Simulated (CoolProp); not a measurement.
Vapour-liquid equilibrium of isobutene (1) + n-butane (2) at 313 K; x and y are mole fractions of (1).

Computed with CoolProp (multi-fluid Helmholtz-energy mixture model, Lemmon 2005 and Bücker 2006; pair parameters Bell 2016).

### Question
Give the bubble pressure and the first vapour's composition at x = 0.35, 0.55, 0.65. Is there an azeotrope?

### Answer
x = 0.35: 0.4131 MPa, y = 0.396; x = 0.55: 0.4309 MPa, y = 0.594; x = 0.65: 0.4394 MPa, y = 0.688. No azeotrope shows between x = 0.05 and 0.95.

The pair parameters rest on a limited set of measurements; away from them the model extrapolates.
